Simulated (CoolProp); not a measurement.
A single-stage vapour-compression cycle with the fluid: evaporating at 250.15 K (dew point), condensing at 296.15 K (bubble point), superheat 8 K, subcooling 8 K, compressor efficiency 0.7, no pressure losses. The same conditions are run with several fluids, on thermodynamics alone (safety and materials aside).

Computed with CoolProp (reference Helmholtz-energy equation of state of each fluid (R123: Younglove 1994; R21: Platzer 1990; sulfur hexafluoride: Guder 2009; carbonyl sulfide: Lemmon 2006; R124: de Vries 1995; R227EA: Lemmon 2016)). The equations of Platzer and Polt are older, rougher fits.

Problem. Rank R123, R21, sulfur hexafluoride, carbonyl sulfide, R124, R227EA by cooling COP, highest first.

Solution. R123 (3.43), R21 (3.40), R124 (3.34), carbonyl sulfide (3.25), R227EA (3.19), sulfur hexafluoride (2.81)

```csv
fluid,pressure ratio,discharge temperature (K),refrigerating effect (kJ/kg),volumetric capacity (kJ/m³)
R123,8.35,329.1,158,115
R21,6.95,368.1,222,263
sulfur hexafluoride,3.61,311.1,65.1,3160
carbonyl sulfide,3.97,373.3,247,2240
R124,5.77,320.1,135,551
R227EA,5.68,304.4,98.5,609
```
